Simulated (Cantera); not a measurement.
Input: 1 mol Fe, 0.7 mol NH3, 14 mol H2, at 1800 K and 21.0 Pa.

Equilibrium computed with Cantera from the NASA thermochemical tables; the gas is ideal and each condensed phase is pure. Candidate condensed phases: Fe; 10 gas species. Equilibrium is a limit: real reactors are often held back by kinetics, nucleation or transport.

Base state: H2 0.895, Fe 0.0603, H 0.0234, N2 0.0211 (mole fractions); condensed: gas only.

Q: What changes in the equilibrium state with this change: temperature from 1800 K to 1573.15 K?

A: 
```csv
species,before,after
H2,0.895,0.971
N2,0.0211,0.0226
Fe,0.0603,0.00314
H,0.0234,0.00277
"Fe(γ), mol",0,0.951
```

Q: What changes in the equilibrium state with this change: NH3 from 0.7 to 1.2 mol?

A: 
```csv
species,before,after
H2,0.895,0.886
Fe,0.0603,0.0568
N2,0.0211,0.0341
H,0.0234,0.0233
```
